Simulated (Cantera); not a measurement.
Adiabatic ignition

An adiabatic, constant-pressure homogeneous reactor starts with 8.62 % CO, 3.45 % H2, 1.64 % CH4, 11.4 % O2, 74.9 % N2, equivalence ratio 0.82, at 1600 K and 10.0 bar.

Cantera simulation using GRI-Mech 3.0 (53 species, 325 reactions); the numbers are that mechanism's predictions, not measurements.

| t (s) | T (K) | x CO | x H2 | x CH4 | x N2O | x H | x C2H |
|---|---|---|---|---|---|---|---|
| 3.00e-6 | 1602 | 0.0861 | 0.0341 | 0.0160 | 2.73e-9 | 8.19e-5 | <1e-12 |
| 6.83e-6 | 1972 | 0.0888 | 0.00810 | 0.000126 | 5.38e-7 | 0.00673 | 5.98e-9 |
| 1.55e-5 | 2475 | 0.0325 | 0.00368 | <1e-12 | 1.70e-6 | 0.00291 | <1e-12 |
| 3.54e-5 | 2624 | 0.0193 | 0.00203 | <1e-12 | 1.78e-6 | 0.000962 | <1e-12 |
| 8.05e-5 | 2663 | 0.0152 | 0.00162 | <1e-12 | 1.71e-6 | 0.000649 | <1e-12 |
| 0.000183 | 2663 | 0.0150 | 0.00159 | <1e-12 | 1.69e-6 | 0.000629 | <1e-12 |
| 0.000417 | 2660 | 0.0150 | 0.00160 | <1e-12 | 1.69e-6 | 0.000622 | <1e-12 |
| 0.000949 | 2655 | 0.0150 | 0.00160 | <1e-12 | 1.69e-6 | 0.000611 | <1e-12 |
| 0.00216 | 2650 | 0.0150 | 0.00161 | <1e-12 | 1.71e-6 | 0.000600 | <1e-12 |
| 0.00491 | 2648 | 0.0150 | 0.00161 | <1e-12 | 1.72e-6 | 0.000596 | <1e-12 |
| 0.0112 | 2648 | 0.0150 | 0.00162 | <1e-12 | 1.72e-6 | 0.000596 | <1e-12 |
| 0.0255 | 2648 | 0.0150 | 0.00162 | <1e-12 | 1.72e-6 | 0.000596 | <1e-12 |
| 0.0579 | 2648 | 0.0150 | 0.00162 | <1e-12 | 1.72e-6 | 0.000596 | <1e-12 |
| 0.132 | 2648 | 0.0150 | 0.00162 | <1e-12 | 1.72e-6 | 0.000596 | <1e-12 |
| 0.300 | 2648 | 0.0150 | 0.00162 | <1e-12 | 1.72e-6 | 0.000596 | <1e-12 |
x: mole fraction; the columns are a selection and need not sum to one.

| Property | Value |
|---|---|
| time of steepest temperature rise | 6.41 µs |
| temperature at 0.300 s | 2648 K |
| equilibrium temperature | 2648 K |
| x(CO) at 0.300 s | 0.0150 (gas-phase equilibrium 0.0150) |
| x(H2) at 0.300 s | 0.00162 (gas-phase equilibrium 0.00162) |
| x(CH4) at 0.300 s | <1e-12 (gas-phase equilibrium <1e-12) |
